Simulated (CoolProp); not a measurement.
Saturated liquid density (kg/m³) of R1123: the reference equation beside estimates from Tc = 331.7 K, pc = 4.549 MPa, ω = 0.243. Rackett uses Z = 0.29056 − 0.08775 ω.

Computed with CoolProp (reference Helmholtz-energy equation of state, Akasaka 2020).

| T (K) | reference | Rackett | van der Waals | Soave-Redlich-Kwong | Peng-Robinson |
|---|---|---|---|---|---|
| 247.5 | 1225 | 1220 | 739.7 | 1107 | 1255 |
| 249.6 | 1218 | 1212 | 734.9 | 1098 | 1246 |
| 251.7 | 1210 | 1204 | 730.2 | 1090 | 1236 |
| 253.8 | 1202 | 1196 | 725.3 | 1082 | 1227 |
| 255.8 | 1194 | 1189 | 720.6 | 1073 | 1217 |
| 257.9 | 1186 | 1180 | 715.6 | 1064 | 1208 |
| 260 | 1178 | 1172 | 710.6 | 1055 | 1197 |
| 262.1 | 1170 | 1164 | 705.4 | 1046 | 1187 |
| 264.2 | 1161 | 1155 | 700.2 | 1037 | 1177 |
| 266.2 | 1153 | 1147 | 695.1 | 1028 | 1166 |
| 268.3 | 1144 | 1138 | 689.7 | 1018 | 1155 |
| 270.4 | 1135 | 1129 | 684.2 | 1008 | 1144 |
| 272.5 | 1126 | 1120 | 678.6 | 997.5 | 1132 |
| 274.5 | 1117 | 1112 | 673.2 | 987.6 | 1121 |
| 276.6 | 1108 | 1102 | 667.3 | 976.9 | 1109 |

Absolute difference from the reference over all 15 rows, mean and median: Rackett 0.5 and 0.5 %, van der Waals 39.7 and 39.7 %, Soave-Redlich-Kwong 10.6 and 10.6 %, Peng-Robinson 1.4 and 1.5 %.
